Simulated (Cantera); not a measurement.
A perfectly stirred reactor is fed with 15.2 % CH₄, 17.9 % O₂, 67.0 % N₂, equivalence ratio 1.7, at 500000 Pa; it is adiabatic with a 498 K inlet, and is followed from long to short residence time, starting on the burning branch (τ in s: 0.12, 0.054, 0.025, 0.012, 0.0054, 0.0025, 0.0012, 0.00054, 0.00025, 0.00012, 5.4e-05).

Model: GRI-Mech 3.0 (53 species, 325 reactions), integrated in Cantera.

x: mole fraction; the columns are a selection and need not sum to one.

```json
[
 {"τ (s)": "0.12", "T (K)": "1930", "x CH₄": "0.00344", "x O₂": "0.000122", "x CH₂": "(withheld)", "x H₂O₂": "3.51e-9", "x C₂H₆": "1.18e-6"},
 {"τ (s)": "0.054", "T (K)": "1938", "x CH₄": "0.00476", "x O₂": "0.000249", "x CH₂": "(withheld)", "x H₂O₂": "7.34e-9", "x C₂H₆": "2.62e-6"},
 {"τ (s)": "0.025", "T (K)": "1944", "x CH₄": "0.00622", "x O₂": "0.000490", "x CH₂": "(withheld)", "x H₂O₂": "1.49e-8", "x C₂H₆": "5.31e-6"},
 {"τ (s)": "0.012", "T (K)": "1949", "x CH₄": "0.00775", "x O₂": "0.000920", "x CH₂": "(withheld)", "x H₂O₂": "2.92e-8", "x C₂H₆": "1.01e-5"},
 {"τ (s)": "0.0054", "T (K)": "1950", "x CH₄": "0.00962", "x O₂": "0.00181", "x CH₂": "(withheld)", "x H₂O₂": "6.08e-8", "x C₂H₆": "2.03e-5"},
 {"τ (s)": "0.0025", "T (K)": "1942", "x CH₄": "0.0118", "x O₂": "0.00345", "x CH₂": "(withheld)", "x H₂O₂": "1.25e-7", "x C₂H₆": "4.08e-5"},
 {"τ (s)": "0.0012", "T (K)": "1919", "x CH₄": "0.0145", "x O₂": "0.00657", "x CH₂": "4.67e-6", "x H₂O₂": "2.58e-7", "x C₂H₆": "8.63e-5"},
 {"τ (s)": "0.00054", "T (K)": "1838", "x CH₄": "0.0210", "x O₂": "0.0161", "x CH₂": "4.70e-6", "x H₂O₂": "6.88e-7", "x C₂H₆": "0.000283"},
 {"τ (s)": "0.00025", "T (K)": "498", "x CH₄": "0.152", "x O₂": "0.179", "x CH₂": "<1e-12", "x H₂O₂": "<1e-12", "x C₂H₆": "<1e-12"},
 {"τ (s)": "0.00012", "T (K)": "498", "x CH₄": "0.152", "x O₂": "0.179", "x CH₂": "<1e-12", "x H₂O₂": "<1e-12", "x C₂H₆": "<1e-12"},
 {"τ (s)": "5.4e-5", "T (K)": "498", "x CH₄": "0.152", "x O₂": "0.179", "x CH₂": "<1e-12", "x H₂O₂": "<1e-12", "x C₂H₆": "<1e-12"}
]
```

Some entries are withheld; supply them.


- 0.12, x CH₂: 2.03e-7
- 0.054, x CH₂: 3.76e-7
- 0.025, x CH₂: 6.74e-7
- 0.012, x CH₂: 1.16e-6
- 0.0054, x CH₂: 2.02e-6
- 0.0025, x CH₂: 3.27e-6
